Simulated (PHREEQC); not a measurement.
A solution holds 0.0066 mol H3BO3, 0.365 mol KOH and 0.013 mol LiCl per kg of water, at 25 °C. Closed to the air; pH follows from the charge balance.

All values are PHREEQC results (ion-association model, phreeqc.dat), not measurements.

```json
{
 "pH": "13.37",
 "ionic_strength": "0.378 mol/kgw",
 "activity_of_water": "0.987",
 "specific_conductance": "73200 µS/cm",
 "density": "1.016 g/cm³",
 "total_alkalinity": "365 meq/kg"
}
```

```json
[
 {"species": "K+", "molality": "0.365", "activity": "0.242", "log γ": "-0.178"},
 {"species": "OH-", "molality": "0.358", "activity": "0.235", "log γ": "-0.184"},
 {"species": "Cl-", "molality": "0.0130", "activity": "0.00870", "log γ": "-0.175"},
 {"species": "Li+", "molality": "0.0130", "activity": "0.00938", "log γ": "-0.142"},
 {"species": "H2BO3-", "molality": "0.00660", "activity": "0.00482", "log γ": "-0.136"},
 {"species": "H3BO3", "molality": "3.27e-7", "activity": "3.57e-7", "log γ": "0.038"}
]
```

Precipitation was switched off in this run. Complexes and solids missing from the database can't appear.
